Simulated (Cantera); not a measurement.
Cantera run:

```python
import numpy as np
import cantera as ct

gas_names = [...]  # 87 gases of nasa_gas.yaml made of C, H, Si
cond_names = """
    C(gr) C6H6(L) C7H8(L) C8H18(L),n-octa Si(cr) Si(L) SiC(b)
""".split()


# ... load() reads the species with a 1 bar reference pressure and builds the phases ...
atoms = {
    'CH3SiH3': {'C': 1, 'H': 6, 'Si': 1},
    'CH4': {'C': 1, 'H': 4},
    'H2': {'H': 2},
}
top_T = {'C(gr)': 4500, 'SiC(b)': 3050}  # K; cautious upper limits of use, not melting points


# ... equilibrate(T, P, feed) seeds the gas with the atoms and calls Mixture.equilibrate('TP', solver="vcs", rtol=1e-11, max_steps=5000) ...
results = []
T = 1923.15  # K
P = 2500  # Pa
for m in [21, 40, 59, 78, 98, 120, 140, 150]:
    feed = {'CH3SiH3': 1, 'CH4': 0.077, 'H2': m}  # mol
    mix = equilibrate(T, P, feed)
    results.append((T, P, feed, dict(zip(mix.species_names, mix.species_moles))))
    x = sorted(zip(gas.X, gas.species_names), reverse=True)
    print(f"T = {T:g} K  P = {P:g} Pa  n(H2) = {m:g} mol  gas = {mix.phase_moles(0):.4g} mol")
    print("   x: " + "  ".join(f"{s} {v:.3e}" for v, s in x if v > 1e-06))
    print("   condensed (mol): " + ("  ".join(f"{mix.phase(i).name} {mix.phase_moles(i):.4g}"
          for i in range(1, mix.n_phases) if mix.phase_moles(i) > 1e-12) or "none"))
```

Result:

```
T = 1923.15 K  P = 2500 Pa  n(H2) = 21 mol  gas = 24.23 mol
   x: H2 9.936e-01  H 5.945e-03  C2H2,acetylene 4.489e-04  Si 2.773e-05  CH4 1.296e-05  SiH 3.576e-06  SiH2 2.731e-06  CH3 1.550e-06
   condensed (mol): C(gr) 0.0557  SiC(b) 0.9991
T = 1923.15 K  P = 2500 Pa  n(H2) = 40 mol  gas = 43.28 mol
   x: H2 9.936e-01  H 5.945e-03  C2H2,acetylene 4.489e-04  Si 2.773e-05  CH4 1.296e-05  SiH 3.576e-06  SiH2 2.731e-06  CH3 1.550e-06
   condensed (mol): C(gr) 0.03894  SiC(b) 0.9984
T = 1923.15 K  P = 2500 Pa  n(H2) = 59 mol  gas = 62.34 mol
   x: H2 9.936e-01  H 5.945e-03  C2H2,acetylene 4.489e-04  Si 2.773e-05  CH4 1.296e-05  SiH 3.576e-06  SiH2 2.731e-06  CH3 1.550e-06
   condensed (mol): C(gr) 0.02218  SiC(b) 0.9978
T = 1923.15 K  P = 2500 Pa  n(H2) = 78 mol  gas = 81.4 mol
   x: H2 9.936e-01  H 5.945e-03  C2H2,acetylene 4.489e-04  Si 2.773e-05  CH4 1.296e-05  SiH 3.576e-06  SiH2 2.731e-06  CH3 1.550e-06
   condensed (mol): C(gr) 0.005426  SiC(b) 0.9971
T = 1923.15 K  P = 2500 Pa  n(H2) = 98 mol  gas = 101.5 mol
   x: H2 9.936e-01  H 5.945e-03  C2H2,acetylene 3.906e-04  Si 2.974e-05  CH4 1.209e-05  SiH 3.834e-06  SiH2 2.928e-06  CH3 1.446e-06
   condensed (mol): SiC(b) 0.9961
T = 1923.15 K  P = 2500 Pa  n(H2) = 120 mol  gas = 123.5 mol
   x: H2 9.937e-01  H 5.946e-03  C2H2,acetylene 3.253e-04  Si 3.259e-05  CH4 1.103e-05  SiH 4.201e-06  SiH2 3.209e-06  CH3 1.320e-06
   condensed (mol): SiC(b) 0.9948
T = 1923.15 K  P = 2500 Pa  n(H2) = 140 mol  gas = 143.6 mol
   x: H2 9.937e-01  H 5.946e-03  C2H2,acetylene 2.836e-04  Si 3.490e-05  CH4 1.030e-05  SiH 4.499e-06  SiH2 3.436e-06  CH3 1.232e-06
   condensed (mol): SiC(b) 0.9936
T = 1923.15 K  P = 2500 Pa  n(H2) = 150 mol  gas = 153.6 mol
   x: H2 9.937e-01  H 5.946e-03  C2H2,acetylene 2.670e-04  Si 3.597e-05  CH4 9.998e-06  SiH 4.638e-06  SiH2 3.542e-06  CH3 1.196e-06
   condensed (mol): SiC(b) 0.9929
```

These are equilibrium values from Cantera (NASA tables, ideal gas, pure condensed phases), not measurements of a reactor. The feed counts by its element totals alone.
